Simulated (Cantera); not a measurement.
Feed: 1 mol Si, a varied amount of HCl, 6.4 mol H2, held at 1227 °C and 3.40 bar.

These are equilibrium values from Cantera (NASA tables, ideal gas, pure condensed phases), not measurements of a reactor. Candidate condensed phases: Si; 19 gas species. The tables' values for SiCl3 are old estimates; treat these amounts as uncertain. Kinetics and transport are ignored.

x: gas mole fraction; n: condensed amount in mol.

| n(HCl) (mol) | x H2 | x HCl | x SiCl2 | x SiCl4 | x SiHCl3 | x SiCl3 | n Si(s) |
|---|---|---|---|---|---|---|---|
| 0.74 | 0.926 | 0.0541 | 0.0101 | 0.00215 | 0.00381 | 0.00262 | 0.859 |
| 0.84 | 0.919 | 0.0574 | 0.0115 | 0.00276 | 0.00458 | 0.00316 | 0.833 |
| 0.96 | 0.912 | 0.0609 | 0.0131 | 0.00356 | 0.00552 | 0.00382 | 0.801 |
| 1.1 | 0.903 | 0.0644 | 0.0148 | 0.00454 | 0.00660 | 0.00460 | 0.763 |
| 1.2 | 0.898 | 0.0667 | 0.0159 | 0.00528 | 0.00737 | 0.00515 | 0.735 |
| 1.4 | 0.887 | 0.0707 | 0.0181 | 0.00682 | 0.00887 | 0.00623 | [?] |
| 1.6 | 0.878 | 0.0741 | 0.0201 | 0.00841 | 0.0103 | 0.00729 | [?] |
| 1.8 | 0.869 | 0.0770 | 0.0219 | 0.0100 | 0.0117 | 0.00833 | [?] |
| 2 | 0.860 | 0.0796 | 0.0237 | 0.0117 | 0.0131 | 0.00933 | [?] |
| 2.3 | 0.848 | 0.0830 | 0.0261 | 0.0142 | 0.0150 | 0.0108 | [?] |
| 2.6 | 0.838 | 0.0858 | 0.0282 | 0.0166 | 0.0168 | 0.0122 | [?] |
| 3 | 0.824 | 0.0890 | 0.0308 | 0.0198 | 0.0190 | 0.0139 | [?] |
| 3.4 | 0.812 | 0.0916 | 0.0332 | 0.0230 | 0.0211 | 0.0155 | [?] |

Question: What belongs in the gaps?

Answer: 
- 1.4, n Si(s): 0.679
- 1.6, n Si(s): 0.623
- 1.8, n Si(s): 0.567
- 2, n Si(s): 0.510
- 2.3, n Si(s): 0.424
- 2.6, n Si(s): 0.338
- 3, n Si(s): 0.223
- 3.4, n Si(s): 0.108
